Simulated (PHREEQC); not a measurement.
**Hard or scaling water**

Make-up at 25 °C: 0.078 mmol/kgw Ca(HCO3)2 and 0.28 mmol/kgw Na2HPO4. Closed to the air; pH follows from the charge balance.

All values are PHREEQC results (ion-association model, wateq4f.dat), not measurements.

Precipitation was switched off in this run.

Task: Predict the pH.

Result: pH 8.53.

Task: In which forms is P present?

Result: HPO4-2 91 %, H2PO4- 4.0 %, CaHPO4 2.5 %, CaPO4- 2.0 % of the P.

Saturation is exceeded, for instance for Hydroxyapatite; the values hold only as long as no solid forms. H3PO4, which wateq4f.dat lacks, is added to it with the constant of phreeqc.dat.
